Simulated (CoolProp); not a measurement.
Vapour-liquid equilibrium of R245fa (1) + isopentane (2) at 0.811 MPa; x and y are mole fractions of (1).

The numbers come from the multi-fluid Helmholtz-energy mixture model, Akasaka 2015 and Lemmon 2006; pair parameters Bell 2016 in CoolProp.

**Question.** Give the bubble temperature and the first vapour's composition at x = 0.05, 0.55, 0.85. Is there an azeotrope?

**Answer.** x = 0.05: 98.4 °C, y = 0.155; x = 0.55: 75.5 °C, y = 0.652; x = 0.85: 75.6 °C, y = 0.789. y crosses x between x = 0.65 and 0.75: the model has an azeotrope there.

The pair parameters rest on a limited set of measurements; away from them the model extrapolates.
